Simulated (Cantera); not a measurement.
Feed: 1 mol Si3N4, 8.4 mol H2O, 8.1 mol H2, 1.8 mol O2, held at 1750 K and 12.0 mbar.

Cantera equilibrium calculation (NASA polynomials, part measured and part estimated; ideal gas, pure solids and liquids). Candidate condensed phases: H2O, Si, SiO2, Si2N2O, Si3N4; 35 gas species. The tables hold silica as quartz up to 1696 K and as liquid above; real silica turns to tridymite and cristobalite and melts near 1996 K. Equilibrium is a limit: real reactors are often held back by kinetics, nucleation or transport.

Base state: H2 0.566, H2O 0.324, N2 0.108, H 0.00160, SiO 0.000117, OH 5.36e-5 (mole fractions); condensed: SiO2(condensed).

What changes in the equilibrium state with this change: temperature from 1750 K to 1198 K?


```tsv
species	before	after
H2	0.566	0.568
H2O	0.324	0.324
N2	0.108	0.108
H	0.00160	1.31e-6
SiO	0.000117	<1e-9
OH	5.36e-5	5.90e-9
SiO2(condensed), mol	3.00	0
SiO2(β-quartz), mol	0	3.00
```

What changes in the equilibrium state with this change: H2O from 8.4 to 0.47 mol?


```csv
species,before,after
H2,0.566,0.684
N2,0.108,0.160
SiO,0.000117,0.155
H2O,0.324,0.000296
OH,5.36e-5,4.46e-8
H,0.00160,0.00176
"SiO2(condensed), mol",3.00,1.07
```
